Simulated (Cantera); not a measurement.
Charge: 1 mol PH3, 1.4 mol H2, equilibrated at 2398.15 K and 133 Pa.

These are equilibrium values from Cantera (NASA tables, ideal gas, pure condensed phases), not measurements of a reactor. Rates play no part.

```tsv
species	before	after
H2	0.540	0.915
P4	2.26e-8	0.0732
P2	0.0988	0.0114
H	0.317	1.23e-9
P	0.0429	<1e-9
PH	0.000714	<1e-9
```
Gas species are given as mole fractions.

Name the change that produced these shifts.
(A) temperature from 2398.15 K to 873.15 K
(B) temperature from 2398.15 K to 3548 K
(C) temperature from 2398.15 K to 1573.15 K
(D) temperature from 2398.15 K to 1875 K

A, temperature from 2398.15 K to 873.15 K
